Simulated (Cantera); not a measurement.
What does this Cantera script print?

```python
import numpy as np
import cantera as ct

gas_names = [...]  # 123 gases of nasa_gas.yaml made of C, H, O, Si
cond_names = """
    C(gr) C6H6(L) C7H8(L) C8H18(L),n-octa H2O(s) H2O(L) Si(cr) Si(L) SiC(b) SiO2(Lqz) SiO2(hqz) SiO2(L)
""".split()


# ... load() reads the species with a 1 bar reference pressure and builds the phases ...
atoms = {
    'SiC': {'Si': 1, 'C': 1},
    'H2O': {'H': 2, 'O': 1},
    'H2': {'H': 2},
}
top_T = {'C(gr)': 4500, 'SiC(b)': 3050}  # K; cautious upper limits of use, not melting points


# ... equilibrate(T, P, feed) seeds the gas with the atoms and calls Mixture.equilibrate('TP', solver="vcs", rtol=1e-11, max_steps=5000) ...
results = []
feed = {'SiC': 1, 'H2O': 0.0076, 'H2': 31}  # mol
T = 1575  # K
P = 13332.2  # Pa
mix = equilibrate(T, P, feed)
results.append((T, P, feed, dict(zip(mix.species_names, mix.species_moles))))
x = sorted(zip(gas.X, gas.species_names), reverse=True)
print(f"T = {T:g} K  P = {P:g} Pa  gas = {mix.phase_moles(0):.4g} mol")
print("   x: " + "  ".join(f"{s} {v:.3e}" for v, s in x if v > 0.001))
print("   condensed (mol): " + ("  ".join(f"{mix.phase(i).name} {mix.phase_moles(i):.4g}"
      for i in range(1, mix.n_phases) if mix.phase_moles(i) > 1e-12) or "none"))
```

It prints:

```
T = 1575 K  P = 13332.2 Pa  gas = 31.02 mol
   x: H2 9.996e-01
   condensed (mol): SiC(b) 0.996
```

Equilibrium computed with Cantera from the NASA thermochemical tables; the gas is ideal and each condensed phase is pure.
